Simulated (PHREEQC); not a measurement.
2.1 g of hydrous ferric oxide (600 m²/g; 0.2 weak and 0.005 strong sites per Fe, Dzombak-Morel constants, diffuse double layer) in 1 kg of water with 0.005 mol/kgw of an inert sodium salt and 0.59 mmol/kgw NaH2PO4, at 25 °C; the pH is set by adding NaOH or the inert anion's acid. Oxygen alone is held at its pressure in air (log pO2 = -0.68). CO2 from the air is kept out. No solid was allowed to form.

Base run: PHREEQC, ion-association model, wateq4f.dat. Each further column changes one thing. The table gives surface charge σ (C/m²).

```tsv
pH	base	background salt from 0.005 to 0.0005 mol/kgw	oxide from 2.1 to 10 g/kgw
3	0.256	0.227	(withheld)
3.75	0.183	0.134	0.249
4.12	0.145	(withheld)	0.202
4.88	0.081	0.046	0.114
5.25	0.058	0.031	0.082
6	0.028	0.013	0.039
6.75	0.011	(withheld)	0.017
7.12	0.006	0.003	(withheld)
7.88	-0.001	-0.001	0.001
8.25	-0.005	-0.002	-0.002
9	-0.015	-0.007	-0.011
```

Task: Some entries are withheld; supply them.

Result: 
- 3, oxide from 2.1 to 10 g/kgw: 0.323
- 4.12, background salt from 0.005 to 0.0005 mol/kgw: 0.097
- 6.75, background salt from 0.005 to 0.0005 mol/kgw: 0.005
- 7.12, oxide from 2.1 to 10 g/kgw: 0.010

H3PO4, which wateq4f.dat lacks, is added to it with the constant of phreeqc.dat. The oxide is taken as insoluble; below pH 4 it would dissolve.
